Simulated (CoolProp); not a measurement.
Vapour-liquid equilibrium of trans-2-butene (1) + ethanol (2) at 63.25 °C; x and y are mole fractions of (1).

The numbers come from the multi-fluid Helmholtz-energy mixture model, Lemmon 2005 and Schroeder 2014; pair parameters Bell 2016 in CoolProp.

Problem. Give the bubble pressure and the first vapour's composition at x = 0.05, 0.15, 0.45. Is there an azeotrope?

Solution. x = 0.05: 1.788 bar, y = 0.702; x = 0.15: 3.842 bar, y = 0.867; x = 0.45: 5.887 bar, y = 0.920. No azeotrope shows between x = 0.05 and 0.95.

Pair parameters are fitted to limited data, so mixtures are less certain than the pure fluids. With so large a gap from Raoult's law the liquid may split in two, which this calculation doesn't test in full.
